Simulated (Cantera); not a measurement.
## Transport properties of process gases

Gas mixture: 100 % C2H2, at 101000 Pa, frozen composition.

Cantera's kinetic-theory transport with the Lennard-Jones parameters of GRI-Mech 3.0, ideal gas; thermal conductivity in the mixture-averaged form. The composition is frozen, though it would react at the higher temperatures.

```csv
T (K),ρ (kg/m³),cp (J/kg/K),μ (µPa s),λ (mW/m/K),Pr,D (cm²/s) CO2,D (cm²/s) CH3,D (cm²/s) NH3
400,0.793,1931,13.6,35.7,0.734,0.212,0.301,0.292
600,0.529,2232,18.9,57.2,0.737,0.444,0.619,0.630
800,0.397,2436,23.4,77.7,0.734,0.739,1.02,1.07
1000,0.317,2608,27.4,97.4,0.734,1.09,1.49,1.59
1200,0.264,2752,31.1,116,0.734,1.49,2.03,2.18
1400,0.227,2870,34.5,135,0.734,1.93,2.63,2.85
1600,0.198,2966,37.7,152,0.733,2.42,3.28,3.58
```
D: mixture-averaged diffusion coefficient of that species in the mixture.
